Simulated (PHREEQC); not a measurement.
Make-up at 20 °C: 11 mmol/kgw MnSO4, 0.31 mmol/kgw H3AsO4, 81 mmol/kgw HCl and 18 mmol/kgw Na2SO4. Closed to the air; pH follows from the charge balance.

All values are PHREEQC results (ion-association model, wateq4f.dat), not measurements.

No solid was allowed to form.

Q: Estimate the pH.

A: pH 1.29.

Q: In which forms is S present?

A: HSO4- 62 %, SO4-2 31 %, MnSO4 5.2 %, NaSO4- 1.8 % of the S.

Complexes and solids missing from the database can't appear. The database has no arsenate complexes of Mn.
